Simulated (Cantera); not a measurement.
What does this Cantera script print?

```python
import numpy as np
import cantera as ct

gas_names = """
    B BCL BCL2 BCL3 B2 CL CL2
""".split()
cond_names = """
    B(b) B(L)
""".split()


# ... load() reads the species with a 1 bar reference pressure and builds the phases ...
atoms = {
    'B': {'B': 1},
    'Cl2': {'CL': 2},
}
top_T = {}  # K; cautious upper limits of use, not melting points


# ... equilibrate(T, P, feed) seeds the gas with the atoms and calls Mixture.equilibrate('TP', solver="vcs", rtol=1e-11, max_steps=5000) ...
results = []
feed = {'B': 1, 'Cl2': 0.11}  # mol
T = 1200  # K
P = 1000  # Pa
mix = equilibrate(T, P, feed)
results.append((T, P, feed, dict(zip(mix.species_names, mix.species_moles))))
print(gas.report(threshold=0.001))
for i in range(1, mix.n_phases):
    print(f"{mix.phase(i).name:16s} {mix.phase_moles(i):12.5e} mol")
```

It prints:

```
       temperature   1200 K
          pressure   1000 Pa
           density   0.011742 kg/m^3
  mean mol. weight   117.15 kg/kmol
   phase of matter   gas

                          1 kg             1 kmol
                     ---------------   ---------------
          enthalpy       -2.8555e+06       -3.3452e+08  J
   internal energy       -2.9407e+06        -3.445e+08  J
           entropy            3680.8        4.3121e+05  J/K
    Gibbs function       -7.2725e+06       -8.5197e+08  J
 heat capacity c_p            688.37             80642  J/K
 heat capacity c_v             617.4             72328  J/K

                      mass frac. Y      mole frac. X     chem. pot. / RT
                     ---------------   ---------------   ---------------
              BCL3           0.99981           0.99971           -85.399
     [   +6 minor]        0.00019405        0.00028513

B(b)              9.26659e-01 mol
```

Cantera equilibrium calculation (NASA polynomials, part measured and part estimated; ideal gas, pure solids and liquids). The tables' values for BCl2, BCl are old estimates; treat these amounts as uncertain.
